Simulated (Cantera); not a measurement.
What does this Cantera script print?

```python
import numpy as np
import cantera as ct

gas_names = """
    O CL
""".split()
cond_names = """
    LiCL(s) LiCL(L) Li2O(s) Li2O(L)
""".split()


def load(file, names, dense=False):
    # The tables refer to 1 bar. Condensed volumes are neglected.
    table = {s.name: s for s in ct.Species.list_from_file(file)}
    out = []
    for n in names:
        d = dict(table[n].input_data)
        d["thermo"] = dict(d["thermo"], **{"reference-pressure": 1e5})
        if dense:
            d["equation-of-state"] = {"model": "constant-volume", "density": "1e6 g/cm^3"}
        out.append(ct.Species.from_dict(d))
    return out


species = {s.name: s for s in load("nasa_gas.yaml", gas_names) + load("nasa_condensed.yaml", cond_names)}
# Each term lists the table entries of one substance; the one whose range holds T is used.
reactions = {
    'O(g) + 2 LiCl = Li2O + 2 Cl(g)':
        [(-1, ['O']), (-2, ['LiCL(s)', 'LiCL(L)']), (1, ['Li2O(s)', 'Li2O(L)']), (2, ['CL'])],
}


def pick(names, T):
    return next(species[n] for n in names if species[n].thermo.min_temp <= T <= species[n].thermo.max_temp)


results = []
for label, terms in reactions.items():
    print(label)
    print("     T/K   dH/kJ  dS/(J/K)   dG/kJ   log10 K")
    for T in [300, 873, 923, 973, 1023, 1073, 1123, 1173, 1223, 1273, 1323, 1373]:
        used = [(nu, pick(names, T)) for nu, names in terms]
        dH = sum(nu * s.thermo.h(T) for nu, s in used) / 1e6
        dS = sum(nu * s.thermo.s(T) for nu, s in used) / 1e3
        dG = dH - T * dS / 1e3
        logK = -dG * 1e6 / (ct.gas_constant * T * np.log(10))
        results.append((label, T, dH, dS, dG, logK, [s.name for _, s in used]))
        print(f"{T:8g} {dH:8.1f} {dS:8.1f} {dG:8.1f} {logK:8.2f}")
```

Output:

```
O(g) + 2 LiCl = Li2O + 2 Cl(g)
     T/K   dH/kJ  dS/(J/K)   dG/kJ   log10 K
     300    211.2     88.5    184.6   -32.15
     873    202.9     72.9    139.3    -8.34
     923    162.2     26.7    137.5    -7.78
     973    161.2     25.7    136.2    -7.31
    1023    160.6     24.7    135.4    -6.91
    1073    159.8     23.9    134.1    -6.53
    1123    159.1     23.3    133.0    -6.18
    1173    158.5     22.8    131.8    -5.87
    1223    158.0     22.4    130.7    -5.58
    1273    157.6     22.1    129.6    -5.32
    1323    157.3     21.8    128.5    -5.07
    1373    157.1     21.7    127.4    -4.85
```

Standard-state values (1 bar) from the NASA 1993 polynomials, evaluated with Cantera. Condensed species are held in their standard states even where they would react or evaporate.
